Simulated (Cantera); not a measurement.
Feed: 1 mol Si, 1.4 mol F2, 1.3 mol N2, at 1348 K and 27000 Pa.

Method: chemical equilibrium by Gibbs-energy minimisation in Cantera with the NASA 1993 tables (ideal gas, pure condensed phases). Candidate condensed phases: Si, Si3N4; 16 gas species. N2 is the only nitrogen source here; it is nearly inert below about 1500 K, so the nitride shown seldom forms there in practice. The tables' values for SiF3, SiF2 are old estimates; treat these amounts as uncertain. The numbers say what is thermodynamically allowed, not how fast it happens.

Base state: N2 0.611, SiF4 0.386, SiF3 0.00290, SiF2 1.66e-5 (mole fractions); condensed: Si3N4(s).

Question: What changes in the equilibrium state with this change: F2 from 1.4 to 2.1 mol?

Answer: 
```json
[
 {"species": "N2", "before": "0.611", "after": "0.521"},
 {"species": "SiF4", "before": "0.386", "after": "0.400"},
 {"species": "F", "before": "<1e-9", "after": "0.0781"},
 {"species": "SiF3", "before": "0.00290", "after": "<1e-9"},
 {"species": "F2", "before": "<1e-9", "after": "0.001000"},
 {"species": "SiF2", "before": "1.66e-5", "after": "<1e-9"},
 {"species": "Si3N4(s), mol", "before": "0.0996", "after": "0"}
]
```
